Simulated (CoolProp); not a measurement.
Properties of fluorine along the isobar 4070 kPa (Tc = -128.7 °C, pc = 5240 kPa, ω = 0.045).

Values from CoolProp's reference Helmholtz-energy equation of state, de Reuck 1990.

```json
[
 {"T (°C)": "-202.75", "phase": "liquid", "Z": "0.1644", "isothermal compressibility (1/MPa)": "0.001087", "expansivity (1/kK)": "3.888", "fugacity coefficient": "0.003691"},
 {"T (°C)": "-180.95", "phase": "liquid", "Z": "0.1379", "isothermal compressibility (1/MPa)": "0.002115", "expansivity (1/kK)": "4.885", "fugacity coefficient": "0.05690"},
 {"T (°C)": "-159.25", "phase": "liquid", "Z": "0.1267", "isothermal compressibility (1/MPa)": "0.004879", "expansivity (1/kK)": "7.128", "fugacity coefficient": "0.2618"},
 {"T (°C)": "-137.45", "phase": "liquid", "Z": "0.1359", "isothermal compressibility (1/MPa)": "0.03302", "expansivity (1/kK)": "22.12", "fugacity coefficient": "0.6507"},
 {"T (°C)": "-115.75", "phase": "gas", "Z": "0.7679", "isothermal compressibility (1/MPa)": "0.3345", "expansivity (1/kK)": "14.37", "fugacity coefficient": "0.8090"},
 {"T (°C)": "-93.95", "phase": "gas", "Z": "0.8605", "isothermal compressibility (1/MPa)": "0.2875", "expansivity (1/kK)": "9.003", "fugacity coefficient": "0.8744"},
 {"T (°C)": "-72.25", "phase": "gas", "Z": "0.9092", "isothermal compressibility (1/MPa)": "0.2700", "expansivity (1/kK)": "6.846", "fugacity coefficient": "0.9142"},
 {"T (°C)": "-50.55", "phase": "gas", "Z": "0.9386", "isothermal compressibility (1/MPa)": "0.2610", "expansivity (1/kK)": "5.635", "fugacity coefficient": "0.9402"}
]
```
